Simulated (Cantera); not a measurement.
**Equilibrium for thermal oxidation and active oxidation of silicon: Si + H2O + N2**

A closed system holds: 1 mol Si, 0.005 mol H2O, 70 mol N2, equilibrated at 1.00 Torr.

Method: chemical equilibrium by Gibbs-energy minimisation in Cantera with the NASA 1993 tables (ideal gas, pure condensed phases). Candidate condensed phases: H2O, Si, SiO2, Si2N2O, Si3N4; 35 gas species. N2 is the only nitrogen source here; it is nearly inert below about 1500 K, so the nitride shown seldom forms there in practice. Mutual solubility and eutectic melting of coexisting phases are not modelled. Kinetics and transport are ignored.

```tsv
T (°C)	x N2	x SiO	x H2	x H	n Si2N2O(s)	n Si3N4(s)
977	1.000	1.95e-8	7.21e-5	1.12e-7	0.00500	0.330
1002	1.000	5.85e-8	7.20e-5	1.71e-7	0.00500	0.330
1027	1.000	1.68e-7	7.20e-5	2.57e-7	0.00499	0.330
1052	1.000	4.63e-7	7.19e-5	3.80e-7	0.00497	0.330
1077	1.000	1.23e-6	7.18e-5	5.53e-7	0.00491	0.330
1102	1.000	3.14e-6	7.17e-5	7.95e-7	0.00478	0.330
1127	1.000	7.78e-6	7.15e-5	1.13e-6	0.00446	0.330
1152	1.000	1.86e-5	7.13e-5	1.58e-6	0.00371	0.330
1177	1.000	4.32e-5	7.10e-5	2.18e-6	0.00200	0.331
1202	1.000	7.21e-5	7.06e-5	2.98e-6	0	0.332
1227	1.000	7.21e-5	7.01e-5	4.04e-6	0	0.332
```
x: gas mole fraction; n: condensed amount in mol.

From 977 °C to 1177 °C the condensed part is Si2N2O(s) + Si3N4(s). From 1202 °C to 1227 °C the condensed part is Si3N4(s). The main Si-bearing gas is SiO throughout.
